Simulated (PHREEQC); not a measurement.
Make-up at 70 °C: 0.22 mol/kgw Cu(NO3)2, 0.23 mol/kgw H2SO4 and 0.004 mol/kgw FeCl3. It is in equilibrium with CO2 at log p = -3.4 (atm). Otherwise closed; pH follows from the charge balance.

Equilibrium calculation in PHREEQC: ion-association model, phreeqc.dat.

| quantity | before | after |
|---|---|---|
| Cu+2 (mol/kgw) | 0.196 | 0.194 |
| HSO4- (mol/kgw) | 0.190 | 0.412 |
| CuSO4 (mol/kgw) | 0.0195 | 0.0210 |
| SO4-2 (mol/kgw) | 0.0172 | 0.0235 |

Which change was made?
A. FeCl3 from 0.004 to 0.002 mol/kgw
B. H2SO4 from 0.23 to 0.207 mol/kgw
C. Cu(NO3)2 from 0.22 to 0.242 mol/kgw
D. H2SO4 from 0.23 to 0.46 mol/kgw
E. FeCl3 left out

D, H2SO4 from 0.23 to 0.46 mol/kgw

No solid was allowed to form. The ionic strength passes 0.7 mol/kgw, the rough limit of the ion-association models, in every such run. Some of these states are supersaturated (in Hematite (slow to form), for instance). At this temperature some constants are extrapolated from 25 °C, and those without enthalpy data are left unchanged.
